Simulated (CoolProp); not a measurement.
Vapour-liquid equilibrium of CH2F2 (R32) (1) + R134a (2) at 0.0302 bar; x and y are mole fractions of (1).

Computed with CoolProp (multi-fluid Helmholtz-energy mixture model, Tillner-Roth 1997 and Tillner-Roth 1994; pair parameters Lemmon 2004).

| x | bubble temperature, mixture model (K) | bubble temperature, Raoult's law (K) | y, mixture model | y, Raoult's law |
|---|---|---|---|---|
| 0.05 | 188.3 | 188.5 | 0.238 | 0.221 |
| 0.15 | 184.3 | 184.8 | 0.520 | 0.501 |
| 0.25 | 181.4 | 181.9 | … | 0.664 |
| 0.35 | 179.1 | 179.5 | … | 0.768 |
| 0.45 | 177.2 | 177.6 | … | 0.838 |
| 0.55 | 175.6 | 175.9 | 0.887 | 0.888 |
| 0.65 | … | 174.5 | 0.922 | 0.925 |
| 0.75 | 173.1 | 173.2 | 0.950 | 0.953 |
| 0.85 | … | 172.1 | 0.973 | 0.975 |
| 0.95 | 171.1 | 171.1 | … | 0.993 |

Q: What belongs in the gaps?

A: 
- 0.25, y, mixture model: 0.677
- 0.35, y, mixture model: 0.774
- 0.45, y, mixture model: 0.840
- 0.65, bubble temperature, mixture model (K): 174.3
- 0.85, bubble temperature, mixture model (K): 172.0
- 0.95, y, mixture model: 0.992

The largest gap from Raoult's law is -0.5 K in bubble temperature, at x = 0.25. No azeotrope shows between x = 0.05 and 0.95.

Pair parameters are fitted to limited data, so mixtures are less certain than the pure fluids.
